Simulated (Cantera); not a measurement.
Input: 1 mol SiH₂Cl₂, 0.13 mol HCl, 170 mol H₂, 0.048 mol Cl₂, at 1200 K and 180000 Pa.

Method: chemical equilibrium by Gibbs-energy minimisation in Cantera with the NASA 1993 tables (ideal gas, pure condensed phases). Candidate condensed phases: Si; 19 gas species. The tables' values for SiCl₃ are old estimates; treat these amounts as uncertain. Kinetics and transport are ignored.

What is the equilibrium state?


| Quantity | Value |
|---|---|
| x(H₂) | 0.990 |
| x(HCl) | 0.00910 |
| x(SiHCl₃) | 0.000626 |
| x(SiH₂Cl₂) | 0.000242 |
| x(SiCl₄) | 0.000212 |
| x(SiCl₂) | 0.000198 |
| x(SiCl₃) | 6.91e-5 |
| x(SiH₃Cl) | 2.57e-5 |
| x(SiH₄) | 1.14e-6 |
| n(Si(s)) | 0.764 mol |
| gas amount | 172.0 mol |
